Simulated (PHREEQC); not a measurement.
Consider water at 20 °C with 0.18 mol/kgw NH4BF4. It is in equilibrium with CO2 at log p = 0 (atm). Otherwise closed; pH follows from the charge balance.

Computed with PHREEQC (ion-association model, phreeqc.dat).

Precipitation was switched off in this run.

Question: Estimate the pH.

Answer: pH 2.63.

Question: In which forms is F present?

Answer: BF4- 95 %, BF3OH- 2.8 %, HF 1.1 %, F- 0.5 % of the F.

Carbamate, which ammonia and carbonate form, is missing from the database. Real BF4- forms and hydrolyses slowly; the run takes it at equilibrium.
